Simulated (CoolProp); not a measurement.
A simple Rankine cycle with n-pentane: condensing at 331.15 K, boiler at 0.669 MPa, turbine inlet 393.6 K, turbine efficiency 0.75, pump efficiency 0.6, no recuperator. Each further row changes one setting.

Values from CoolProp's reference Helmholtz-energy equation of state, Thol 2019.

```csv
case,thermal efficiency (%),net work (kJ/kg),heat in (kJ/kg),turbine exit temperature (K),volume ratio over the turbine
as stated,7.7,34.2,447,368.8,3.43
turbine inlet 413.6 K,7.5,36.8,…,…,…
condensing temperature 323.15 K,…,41.3,…,364.5,4.35
boiler pressure 0.468 MPa,5.5,…,455,…,2.33
turbine efficiency 0.65,6.6,29.5,447,371.1,3.45
```

Task: Complete the blanks.

Result: 
- turbine inlet 413.6 K, heat in (kJ/kg): 493
- turbine inlet 413.6 K, turbine exit temperature (K): 389.6
- turbine inlet 413.6 K, volume ratio over the turbine: 3.38
- condensing temperature 323.15 K, thermal efficiency (%): 8.8
- condensing temperature 323.15 K, heat in (kJ/kg): 467
- boiler pressure 0.468 MPa, net work (kJ/kg): 25.1
- boiler pressure 0.468 MPa, turbine exit temperature (K): 377.1
